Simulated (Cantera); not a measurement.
An adiabatic, constant-pressure homogeneous reactor starts with CH3OH : O2 : N2 = 1 : 0.98 : 11.1 (molar parts), at 1198 K and 11.0 bar.

Cantera simulation using GRI-Mech 3.0 (53 species, 325 reactions); the numbers are that mechanism's predictions, not measurements. GRI-Mech 3.0 was tuned for natural gas; its chemistry of methanol as a main component is partial and can be far from experiment.

One state of this run: T (K) = 1957; x CH3OH = <1e-12; x O2 = 4.29e-8; x NO2 = 1.53e-11; x CO = 0.0407; x CH2 = <1e-12; x C2H2 = <1e-12; x HCO = 1.17e-8. x: mole fraction; the columns are a selection and need not sum to one.

Q: Which value of t (s) does it belong to?
(A) 0.00185
(B) 7.37e-5
(C) 8.58e-6
(D) 0.0159

A: D, 0.0159
